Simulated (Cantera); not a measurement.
Cantera run:

```python
import numpy as np
import cantera as ct

gas_names = """
    AL ALC ALN ALO ALO2 AL2 AL2O AL2O2 C CN CO CO2 C2 CCN CNC C2N2 C2O C3 C3O2 C4 C4N2 C5 N NCO NO NO2
    NO3 N2 N2O O O2 O3
""".split()
cond_names = """
    AL(cr) AL(L) ALN(s) AL2O3(a) AL2O3(L) C(gr)
""".split()


# ... load() reads the species with a 1 bar reference pressure and builds the phases ...
atoms = {
    'Al': {'AL': 1},
    'CO2': {'C': 1, 'O': 2},
    'N2': {'N': 2},
}
top_T = {'ALN(s)': 2750, 'C(gr)': 4500}  # K; cautious upper limits of use, not melting points


# ... equilibrate(T, P, feed) seeds the gas with the atoms and calls Mixture.equilibrate('TP', solver="vcs", rtol=1e-11, max_steps=5000) ...
results = []
feed = {'Al': 1, 'CO2': 0.012, 'N2': 4.8}  # mol
P = 130000  # Pa
for T in [1000, 1050, 1100, 1150, 1200, 1250, 1300, 1350, 1400, 1450, 1500, 1550]:
    mix = equilibrate(T, P, feed)
    results.append((T, P, feed, dict(zip(mix.species_names, mix.species_moles))))

top = {s: max(r[3][s] / sum(r[3][g] for g in gas_names) for r in results) for s in gas_names}
cols = sorted((s for s in top if top[s] > 1e-06), key=lambda s: -top[s])[:6]
seen = [c for c in cond_names if any(r[3].get(c, 0) > 1e-12 for r in results)]
print("log10 of partial pressures in bar; condensed amounts in mol")
print(f"{'T/K':>10s}" + "".join(f"{s[:9]:>10s}" for s in cols + seen))
for T, P, feed, n in results:
    ng = sum(n[g] for g in gas_names)
    print(f"{T:10.4g}" + "".join(f"{np.log10(max(n[s] / ng * P / 1e5, 1e-99)):10.3f}" for s in cols)
          + "".join(f"{n.get(c, 0):10.4g}" for c in seen))
```

Result:

```
log10 of partial pressures in bar; condensed amounts in mol
       T/K        N2        CO    ALN(s)  AL2O3(a)     C(gr)
      1000     0.114    -5.826     0.984  0.007998     0.012
      1050     0.114    -5.248     0.984  0.007994   0.01198
      1100     0.114    -4.722     0.984  0.007979   0.01194
      1150     0.114    -4.244    0.9841  0.007937   0.01181
      1200     0.114    -3.806    0.9843  0.007827   0.01148
      1250     0.114    -3.404    0.9849  0.007564   0.01069
      1300     0.114    -3.034     0.986  0.006978  0.008933
      1350     0.113    -2.692    0.9885  0.005752  0.005256
      1400     0.113    -2.442     0.992     0.004         0
      1450     0.113    -2.442     0.992     0.004         0
      1500     0.113    -2.442     0.992     0.004         0
      1550     0.113    -2.442     0.992     0.004         0
```

These are equilibrium values from Cantera (NASA tables, ideal gas, pure condensed phases), not measurements of a reactor. Mutual solubility and eutectic melting of coexisting phases are not modelled.
